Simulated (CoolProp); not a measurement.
Saturation properties of CF4 (R14).

The numbers come from the reference Helmholtz-energy equation of state, Platzer 1990 in CoolProp. This equation is an older, rougher fit; its heat capacities, sound speeds and derivatives of the liquid may be far off and weren't checked against measurements.

| T (K) | p (kPa) | enthalpy of vaporisation (kJ/kg) | vapour Z | surface tension (mN/m) | liquid conductivity (mW/(m K)) |
|---|---|---|---|---|---|
| 164 | 323.3 | 123.0 | 0.9166 | 8.69 | 81.4 |
| 169.3 | 425.4 | 119.3 | 0.8978 | 7.80 | 77.4 |
| 174.7 | 552.6 | 115.2 | 0.8761 | 6.92 | 73.4 |
| 180.1 | 706.1 | 110.7 | 0.8516 | 6.05 | 69.4 |
| 185.5 | 889.0 | 105.9 | 0.8242 | 5.21 | 65.3 |
| 190.9 | 1105 | 100.6 | 0.7934 | 4.39 | 61.3 |
| 196.3 | 1357 | 94.65 | 0.7590 | 3.60 | 57.3 |
| 201.7 | 1649 | 87.97 | 0.7202 | 2.85 | 53.2 |
| 207.1 | 1986 | 80.30 | 0.6758 | 2.13 | 49.2 |
| 212.5 | 2372 | 71.20 | 0.6240 | 1.45 | 45.2 |
| 217.9 | 2813 | 59.74 | 0.5603 | 0.836 | 41.3 |
| 223.2 | 3310 | 43.44 | 0.4732 | 0.309 | 38.3 |

It boils at 145.1 K under 1 atm.

Thermal conductivity comes from a separate model (Huber 2003), an estimate that may be off by 10 % or more. Surface tension comes from a separate correlation (Mulero 2012).
